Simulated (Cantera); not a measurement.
Charge: 1 mol Si2Cl6, 1.9 mol HCl, 520 mol H2, at 875 K and 368 Torr.

Cantera equilibrium calculation (NASA polynomials, part measured and part estimated; ideal gas, pure solids and liquids). The feed counts by its element totals alone. Rates play no part.

```json
[
 {"species": "H2", "before": "0.994", "after": "0.985"},
 {"species": "HCl", "before": "0.00206", "after": "0.0137"},
 {"species": "SiCl2", "before": "1.79e-6", "after": "0.000657"},
 {"species": "SiHCl3", "before": "0.00187", "after": "8.67e-7"},
 {"species": "H", "before": "<1e-9", "after": "0.000263"},
 {"species": "SiCl4", "before": "0.00177", "after": "5.83e-8"},
 {"species": "SiH2", "before": "<1e-9", "after": "1.70e-5"},
 {"species": "SiH2Cl2", "before": "0.000180", "after": "2.27e-6"},
 {"species": "Si(l), mol", "before": "0", "after": "1.64"}
]
```
Gas species are given as mole fractions.

Task: Name the change that produced these shifts.
(A) HCl from 1.9 to 0.61 mol
(B) H2 from 520 to 63 mol
(C) temperature from 875 K to 1725 K
(D) HCl from 1.9 to 0.69 mol

Result: C, temperature from 875 K to 1725 K. Gases not in the tables: Si2H6 and higher silanes
